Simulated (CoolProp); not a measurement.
Saturation properties of R141b.

The numbers come from the reference Helmholtz-energy equation of state, Lemmon 2006 in CoolProp. It is a short technical equation, of lower accuracy than the large ones.

```tsv
T (°C)	p (kPa)	liquid cp (kJ/(kg K))	surface tension (mN/m)	liquid conductivity (mW/(m K))
65.95	291.1	1.220	13.3	79.8
72.35	346.0	1.233	12.5	78.2
78.75	408.5	1.247	11.8	76.6
85.15	479.0	1.261	11.1	75.0
91.45	556.9	1.276	10.4	73.5
97.85	645.4	1.293	9.66	72.0
104.25	743.8	1.310	8.96	70.5
110.65	853.0	1.329	8.27	69.1
117.05	973.5	1.350	7.59	67.7
123.35	1104	1.373	6.93	66.3
129.75	1249	1.399	6.27	65.0
136.15	1408	1.428	5.63	63.7
142.55	1581	1.462	5.00	62.5
```

It boils at 32.0 °C under 1 atm.

Thermal conductivity comes from a separate model (Huber 2003), an estimate that may be off by 10 % or more. Surface tension comes from a separate correlation (Mulero 2012).
